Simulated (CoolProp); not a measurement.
Model: reference Helmholtz-energy equation of state, Lemmon 2005, in CoolProp. It is a short technical equation, of lower accuracy than the large ones.

Question: For isobutene, give the phase and the density (kg/m³), speed of sound (m/s), expansivity (1/kK) at 173.85 °C and 3090 kPa.

Answer: 
- 173.85 °C and 3090 kPa: gas; density 62.5, speed of sound 209, expansivity 5.72
